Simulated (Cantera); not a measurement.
Cantera with NASA thermochemical tables; ideal gases at 1 bar, condensed phases pure. Values are per mole of reaction as written; species without (g) are pure solids or liquids, kept so even where they would boil at 1 bar.

Question: Between 300 and 675 K, where is each reaction favourable under standard conditions?
- H(g) + NaI → Na + HI(g)

Answer: 
- H(g) + NaI → Na + HI(g): ΔG° is 83 kJ at 300 K and 67 kJ at 675 K; it stays positive (K < 1). ΔH° is 93 kJ and ΔS° 39 J/K at 675 K.
